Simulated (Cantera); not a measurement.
An isothermal, constant-pressure homogeneous reactor starts with N2O : H2O = 1 : 0.021 (molar parts), at 1250 K and 0.0168 atm.

Cantera simulation using GRI-Mech 3.0 (53 species, 325 reactions); the numbers are that mechanism's predictions, not measurements. GRI-Mech 3.0 was tuned for natural gas; its chemistry of N2O as a main component is partial and can be far from experiment. Radical loss at walls, strong at low pressure, is not modelled. The mechanism lacks the step 2 NO + O2 → 2 NO2, which can matter for NO2 below about 1400 K. The temperature is held fixed by assumption; the heat of reaction is taken as removed at once.

**Question.** Predict: x(N2O) at 30.0 s; x(H2O) at 30.0 s; x(O) at 30.0 s; x(N2) at 30.0 s; x(H2) at 30.0 s.

**Answer.** 
| Property | Value |
|---|---|
| x(N2O) at 30.0 s | 0.327 (gas-phase equilibrium 2.63e-9) |
| x(H2O) at 30.0 s | 0.0161 (gas-phase equilibrium 0.0138) |
| x(O) at 30.0 s | 3.57e-6 (gas-phase equilibrium 3.06e-7) |
| x(N2) at 30.0 s | 0.414 (gas-phase equilibrium 0.657) |
| x(H2) at 30.0 s | 5.08e-8 (gas-phase equilibrium 6.41e-9) |
